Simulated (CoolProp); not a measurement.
Propylene along the isobar 63.4 bar: Z from the reference equation and from simpler models built on Tc = 364.2 K, pc = 45.55 bar, ω = 0.146; each cubic takes its own stable root.

The numbers come from the reference Helmholtz-energy equation of state, Lemmon 2013 in CoolProp.

```tsv
T (K)	phase	reference
333	liquid	0.2091
355	liquid	0.2219
377	supercritical	0.2778
399	supercritical	0.5207
421	supercritical	0.6495
443	supercritical	0.7261
465	supercritical	0.7794
487	supercritical	0.8194
509	supercritical	0.8505
531	supercritical	0.8755
553	supercritical	0.8960
575	supercritical	0.9130
```

Problem. How far does each simpler model (Redlich-Kwong, Soave-Redlich-Kwong, Peng-Robinson) lie from the reference over these 12 states: mean and median of the absolute difference, and the worst?

Solution. 
- Redlich-Kwong: mean 5.1 %, median 1.8 %, worst +16.4 % at 355 K and 63.4 bar
- Soave-Redlich-Kwong: mean 5.7 %, median 2.3 %, worst +19.8 % at 377 K and 63.4 bar
- Peng-Robinson: mean 2.3 %, median 1.4 %, worst +10.2 % at 377 K and 63.4 bar
